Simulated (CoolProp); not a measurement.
Vapour-liquid equilibrium of dimethyl ether (1) + n-butane (2) at 55.85 °C; x and y are mole fractions of (1).

Values from CoolProp's multi-fluid Helmholtz-energy mixture model, Wu 2011 and Bücker 2006; pair parameters Bell 2016.

**Question.** Give the bubble pressure and the first vapour's composition at x = 0.05, 0.5, 0.65. Is there an azeotrope?

**Answer.** x = 0.05: 0.6354 MPa, y = 0.124; x = 0.5: 1.040 MPa, y = 0.661; x = 0.65: 1.137 MPa, y = 0.764. No azeotrope shows between x = 0.05 and 0.95.

Pair parameters are fitted to limited data, so mixtures are less certain than the pure fluids.
